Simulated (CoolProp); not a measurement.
Vapour-liquid equilibrium of n-hexane (1) + o-xylene (2) at 466.5 K; x and y are mole fractions of (1).

Values from CoolProp's multi-fluid Helmholtz-energy mixture model, Thol 2019 and Zhou 2012; pair parameters Bell 2016.

Task: Give the bubble pressure and the first vapour's composition at x = 0.05, 0.15, 0.25. Is there an azeotrope?

Result: x = 0.05: 0.3831 MPa, y = 0.196; x = 0.15: 0.5129 MPa, y = 0.437; x = 0.25: 0.6396 MPa, y = 0.582. No azeotrope shows between x = 0.05 and 0.95.

Pair parameters are fitted to limited data, so mixtures are less certain than the pure fluids.
